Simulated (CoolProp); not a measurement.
1000 sccm (0 °C, 1 atm) of nitrogen bubbles through liquid tetrahydrofuran at 313.4 K and leaves saturated at a total pressure of 0.15 MPa (ideal gas phase). Each further row changes one setting.

Computed with CoolProp (reference Helmholtz-energy equation of state, Fiedler 2023).

```csv
case,vapour pressure (kPa),mole fraction of vapour,delivery (mg/min),delivery (sccm),change of delivery for a bath 1 K warmer (%)
as stated,40.7,0.271,1200,372,5.5
bath temperature 318.4 K,49.2,0.328,1570,489,5.8
total pressure 0.3 MPa,40.7,0.136,504,157,4.6
```
